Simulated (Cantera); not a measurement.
A closed system holds: 1 mol HMDSO, 0.1 mol H2O, 17 mol N2, held at 1152 °C and 15.0 Pa.

These are equilibrium values from Cantera (NASA tables, ideal gas, pure condensed phases), not measurements of a reactor. Candidate condensed phases: C, C6H6, C7H8, C8H18, H2O, Si, SiC, SiO2, Si2N2O, Si3N4; 151 gas species. The feed counts by its element totals alone. Kinetics and transport are ignored.

Base state: N2 0.625, H2 0.334, CO 0.0404, H 0.000322, HCN 0.000277, SiO 5.68e-5 (mole fractions); condensed: C(graphite) + SiC(s).

Problem. What changes in the equilibrium state with this change: H2O from 0.1 to 3.6 mol?

Solution. 
| species | before | after |
|---|---|---|
| N2 | 0.625 | 0.497 |
| H2 | 0.334 | 0.370 |
| CO | 0.0404 | 0.128 |
| SiO | 5.68e-5 | 0.00432 |
| HCN | 0.000277 | 5.30e-5 |
| H | 0.000322 | 0.000339 |
| C(graphite), mol | 2.90 | 0 |
| SiC(s), mol | 2.00 | 1.65 |
| Si2N2O(s), mol | 0 | 0.103 |
N2 is the only nitrogen source here; it is nearly inert below about 1500 K, so the nitride shown seldom forms there in practice. Mutual solubility and eutectic melting of coexisting phases are not modelled.
